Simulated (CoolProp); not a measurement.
Vapour-liquid equilibrium of n-butane (1) + acetone (2) at 0.117 MPa; x and y are mole fractions of (1).

Model: multi-fluid Helmholtz-energy mixture model, Bücker 2006 and Lemmon 2006; pair parameters Bell 2016, in CoolProp.

```
x     bubble temperature (K)  y at the bubble point  dew temperature at overall composition x (K)  liquid density (mol/L)
----  ----------------------  ---------------------  --------------------------------------------  ----------------------
0.05                   313.0                  0.529                                         332.0              (withheld)
0.2               (withheld)                  0.857                                         327.0              (withheld)
0.35                   281.1             (withheld)                                         321.3                   12.24
0.5               (withheld)             (withheld)                                    (withheld)                   11.68
0.65                   279.2                  0.914                                         305.9                   11.16
0.8                    278.3                  0.927                                         293.7                   10.73
0.95                   276.9                  0.970                                         277.4                   10.37
```

Q: Some entries are withheld; supply them.

A: 
- 0.05, liquid density (mol/L): 12.97
- 0.2, bubble temperature (K): 287.2
- 0.2, liquid density (mol/L): 12.77
- 0.35, y at the bubble point: 0.900
- 0.5, bubble temperature (K): 279.7
- 0.5, y at the bubble point: 0.910
- 0.5, dew temperature at overall composition x (K): 314.5

No azeotrope shows between x = 0.05 and 0.95.

Pair parameters are fitted to limited data, so mixtures are less certain than the pure fluids. With so large a gap from Raoult's law the liquid may split in two, which this calculation doesn't test in full.
